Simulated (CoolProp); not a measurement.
Vapour-liquid equilibrium of carbon dioxide (1) + carbonyl sulfide (2) at 2.35 °C; x and y are mole fractions of (1).

The numbers come from the multi-fluid Helmholtz-energy mixture model, Span 1996 and Lemmon 2006; pair parameters Bell 2016 in CoolProp.

Give the bubble pressure and the first vapour's composition at x = 0.2, 0.65, 0.8. Is there an azeotrope?

x = 0.2: 15.36 bar, y = 0.577; x = 0.65: 27.92 bar, y = 0.843; x = 0.8: 31.68 bar, y = 0.904. No azeotrope shows between x = 0.05 and 0.95.

Pair parameters are fitted to limited data, so mixtures are less certain than the pure fluids.
